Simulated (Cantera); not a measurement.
# Counterflow diffusion flame

A counterflow diffusion flame at 1.10 bar, nozzles 20 mm apart: fuel side C3H8 : N2 = 1 : 1.8 (molar parts) at 523 K, oxidiser side O2 : N2 = 0.23 : 0.77 (molar parts) at 400 K, fuel mass flux 0.93 times the oxidiser's; mixture-averaged transport, no radiation.

Computed with Cantera and GRI-Mech 3.0 (53 species, 325 reactions). GRI-Mech 3.0 was tuned for natural gas; its chemistry of propane as a main component is partial and can be far from experiment. GRI-Mech 3.0 has no aromatics or soot, which form on the fuel side of real flames. The maximum strain rate includes the flame's own expansion and is several times the mean.

```tsv
oxidiser flux (kg/m²/s)	max strain (1/s)	mean strain (1/s)	T max (K)	peak x OH	peak x H	peak x NO	peak x CO	peak x C2H2
0.28	160	29.9	2055	0.00662	0.00340	0.000273	0.0592	0.0315
0.35	195	37.3	2043	0.00664	0.00356	0.000263	0.0592	0.0305
0.44	240	47.0	2029	0.00665	0.00373	0.000252	0.0591	0.0294
0.55	294	58.7	2016	0.00664	0.00389	0.000239	0.0590	0.0283
0.7	366	74.7	2001	0.00659	0.00405	0.000225	0.0589	0.0272
0.88	451	93.9	1986	0.00653	0.00420	0.000209	0.0589	0.0260
1.1	554	117	1973	0.00649	0.00435	0.000194	0.0590	0.0249
1.4	691	149	1957	0.00638	0.00448	0.000176	0.0591	0.0236
1.8	870	192	1938	0.00623	0.00460	0.000154	0.0594	0.0220
```
x: mole fraction; the columns are a selection and need not sum to one.
